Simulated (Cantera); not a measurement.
A Cantera script and its output.

```python
import numpy as np
import cantera as ct

gas = ct.Solution("SiF4_NH3_mec.yaml", "gas")
gas.TPX = 1898, 2666, {'NH3': 1, 'N2': 5.7}
inlet = ct.Reservoir(gas, clone=True)

reactor = ct.IdealGasConstPressureReactor(gas, energy="off", clone=False)
exhaust = ct.Reservoir(gas, clone=True)
tau = [7.2, 1.8, 0.46, 0.12, 0.029, 0.0073, 0.0018, 0.00047, 0.00012][0]
for a, b in ((inlet, reactor), (reactor, exhaust)):
    ct.MassFlowController(a, b, mdot=lambda t: reactor.mass / tau)
net = ct.ReactorNet([reactor])
show = ['NH3', 'N2H4', 'H2', 'H', 'N', 'NH', 'NH2']

rows = []
print(f"{'tau/s':>10s}{'T/K':>9s}" + "".join(f"{s:>11s}" for s in show))
for tau in [7.2, 1.8, 0.46, 0.12, 0.029, 0.0073, 0.0018, 0.00047, 0.00012]:
    net.initial_time = 0.0
    net.advance(30 * tau)
    before = gas.X
    net.advance(40 * tau)
    drift = np.max(np.abs(gas.X - before) / (gas.X + 1e-9))
    rows.append([gas.T, *gas[show].X, drift])
    print(f"{tau:10.3e}{gas.T:9.1f}" + "".join(f"{x:11.3e}" for x in gas[show].X))
```

Result:

```
     tau/s      T/K        NH3       N2H4         H2          H          N         NH        NH2
 7.200e+00   1898.0  3.431e-02  3.729e-10  1.498e-01  1.759e-04  7.804e-07  4.899e-06  1.122e-04
 1.800e+00   1898.0  7.511e-02  1.256e-09  9.653e-02  9.546e-05  8.049e-07  6.817e-06  2.059e-04
 4.600e-01   1898.0  1.165e-01  2.810e-09  4.244e-02  4.114e-05  6.047e-07  7.548e-06  3.080e-04
 1.200e-01   1898.0  1.390e-01  4.618e-09  1.304e-02  1.437e-05  2.342e-07  6.120e-06  3.949e-04
 2.900e-02   1898.0  1.472e-01  4.446e-09  2.331e-03  3.057e-06  3.411e-08  3.324e-06  3.875e-04
 7.300e-03   1898.0  1.490e-01  9.660e-10  1.875e-04  3.877e-07  2.695e-09  9.712e-07  1.806e-04
 1.800e-03   1898.0  1.492e-01  6.404e-11  2.455e-05  1.842e-07  2.939e-10  1.063e-07  4.656e-05
 4.700e-04   1898.0  1.492e-01  4.271e-12  5.981e-06  1.719e-07  8.079e-12  6.330e-09  1.209e-05
 1.200e-04   1898.0  1.493e-01  2.486e-13  1.408e-06  1.586e-07  9.474e-14  2.960e-10  2.974e-06
```

Cantera simulation using the gas-phase N/H chemistry of the illustrative SiF4/NH3 mechanism in the Surface Chemkin manual (1991); the numbers are that mechanism's predictions, not measurements. Walls and surfaces, which speed up NH3 decomposition in real reactors, are not modelled.
